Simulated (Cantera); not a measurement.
Feed: 1 mol SiHCl₃, 19 mol NH₃, 4.1 mol N₂, equilibrated at 1675 K and 10.0 mbar.

Equilibrium computed with Cantera from the NASA thermochemical tables; the gas is ideal and each condensed phase is pure. Candidate condensed phases: NH₄Cl, Si, Si₃N₄; 28 gas species. The tables' values for SiCl₃, SiCl are old estimates; treat these amounts as uncertain. Rates play no part.

Base state: H₂ 0.637, N₂ 0.301, HCl 0.0529, SiCl₂ 0.00775, H 0.000927, Cl 6.01e-5, SiCl₃ 4.69e-5, SiCl 2.70e-5 (mole fractions); condensed: Si₃N₄(s).

Question: What changes in the equilibrium state with this change: temperature from 1675 K to 1023.15 K?

Answer: 
```csv
species,before,after
H₂,0.637,0.633
N₂,0.301,0.298
HCl,0.0529,0.0690
SiCl₂,0.00775,8.19e-8
SiCl₃,4.69e-5,1.71e-7
H,0.000927,3.31e-8
SiCl,2.70e-5,<1e-9
Si,2.12e-5,<1e-9
Cl,6.01e-5,3.32e-9
"Si₃N₄(s), mol",0.219,0.333
```
